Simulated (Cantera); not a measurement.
Input: 1 mol CuO, 36 mol H₂, 27 mol N₂, held at 13.3 mbar.

Cantera equilibrium calculation (NASA polynomials, part measured and part estimated; ideal gas, pure solids and liquids). Candidate condensed phases: Cu, CuO, Cu(OH)₂, Cu₂O, H₂O; 27 gas species. Rates play no part.

What share of the Cu ends up in condensed phases as a function of T (°C), at 400, 550, 700, 850, 1000, 1150, 1300?


```json
[
 {"T (°C)": "400", "Cu condensed (%)": "100.0", "as": "Cu(s)"},
 {"T (°C)": "550", "Cu condensed (%)": "100.0", "as": "Cu(s)"},
 {"T (°C)": "700", "Cu condensed (%)": "100.0", "as": "Cu(s)"},
 {"T (°C)": "850", "Cu condensed (%)": "100.0", "as": "Cu(s)"},
 {"T (°C)": "1000", "Cu condensed (%)": "100.0", "as": "Cu(s)"},
 {"T (°C)": "1150", "Cu condensed (%)": "99.0", "as": "Cu(l)"},
 {"T (°C)": "1300", "Cu condensed (%)": "87.4", "as": "Cu(l)"}
]
```
